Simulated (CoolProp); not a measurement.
Vapour pressure (bar) of R125: the reference equation beside estimates from Tc = 339.2 K, pc = 36.18 bar, ω = 0.305. Clausius-Clapeyron is anchored at 240.4 K with a constant enthalpy of vaporisation of 18.65 kJ/mol.

The numbers come from the reference Helmholtz-energy equation of state, Lemmon 2005 in CoolProp.

| T (K) | reference | Lee-Kesler | Clausius-Clapeyron | van der Waals | Redlich-Kwong | Peng-Robinson |
|---|---|---|---|---|---|---|
| 235.5 | 1.647 | 1.646 | 1.675 | 6.957 | 2.953 | 1.642 |
| 237.9 | 1.829 | 1.829 | 1.844 | 7.328 | 3.218 | 1.823 |
| 240.4 | 2.034 | 2.037 | 2.034 | 7.727 | 3.511 | 2.026 |
| 242.8 | 2.248 | 2.252 | 2.231 | 8.123 | 3.811 | 2.238 |
| 245.3 | 2.488 | 2.494 | 2.451 | 8.549 | 4.142 | 2.477 |
| 247.7 | 2.737 | 2.745 | ? | 8.972 | 4.479 | 2.724 |
| 250.2 | 3.017 | 3.026 | 2.932 | ? | 4.850 | 3.001 |
| 252.6 | ? | ? | 3.192 | 9.877 | 5.226 | 3.287 |
| 255.1 | 3.626 | 3.640 | 3.483 | 10.36 | 5.640 | 3.607 |
| 257.5 | 3.957 | 3.973 | 3.780 | 10.84 | 6.057 | 3.936 |
| 259.9 | 4.310 | 4.328 | 4.097 | 11.33 | 6.497 | 4.288 |
| 262.4 | 4.702 | 4.723 | ? | 11.86 | 6.977 | 4.679 |
| 264.8 | ? | 5.126 | 4.806 | 12.38 | 7.461 | 5.079 |
| 267.3 | 5.549 | 5.573 | 5.202 | 12.94 | 7.990 | 5.524 |
| 269.7 | 6.004 | 6.029 | 5.605 | 13.49 | 8.521 | 5.978 |

Problem. Complete the blanks.

Solution. 
- 247.7, Clausius-Clapeyron: 2.678
- 250.2, van der Waals: 9.427
- 252.6, reference: 3.304
- 252.6, Lee-Kesler: 3.316
- 262.4, Clausius-Clapeyron: 4.448
- 264.8, reference: 5.104

Absolute difference from the reference over all 15 rows, mean and median: Lee-Kesler 0.3 and 0.4 %, Clausius-Clapeyron 3.4 and 3.4 %, van der Waals 208.2 and 198.9 %, Redlich-Kwong 59.1 and 58.2 %, Peng-Robinson 0.5 and 0.5 %.
